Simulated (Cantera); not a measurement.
An isothermal, constant-pressure homogeneous reactor starts with CH4 : N2 = 1 : 59 (molar parts), at 1625 K and 0.000464 atm. Integrator tolerance rtol = 1e-08.

Computed with Cantera and GRI-Mech 3.0 (53 species, 325 reactions). GRI-Mech 3.0 stops at C3 and has no aromatics, soot or wall deposition, so with more carbon than oxygen in the feed, carbon stays in small species such as C2H2 where larger ones or solid carbon would form. Radical loss at walls, strong at low pressure, is not modelled.

### Question
What does this change do: pressure from 0.000464 atm to 0.0132 atm?

### Answer
```json
[
 {"quantity": "x(CH4) at 4.00 s", "before": "0.0162 (gas-phase equilibrium 1.21e-8)", "after": "0.00155 (gas-phase equilibrium 3.47e-7)"},
 {"quantity": "x(C2H6) at 4.00 s", "before": "5.18e-8 (gas-phase equilibrium <1e-12)", "after": "1.32e-7 (gas-phase equilibrium <1e-12)"},
 {"quantity": "x(H2) at 4.00 s", "before": "0.000349 (gas-phase equilibrium 0.0243)", "after": "0.0222 (gas-phase equilibrium 0.0245)"},
 {"quantity": "x(C2H2) at 4.00 s", "before": "2.89e-5 (gas-phase equilibrium 0.000768)", "after": "0.00739 (gas-phase equilibrium 0.000768)"},
 {"quantity": "x(CH3) at 4.00 s", "before": "0.000203 (gas-phase equilibrium 5.15e-9)", "after": "6.76e-5 (gas-phase equilibrium 2.77e-8)"},
 {"quantity": "x(CH2) at 4.00 s", "before": "9.48e-8 (gas-phase equilibrium 1.04e-10)", "after": "1.31e-7 (gas-phase equilibrium 1.04e-10)"}
]
```
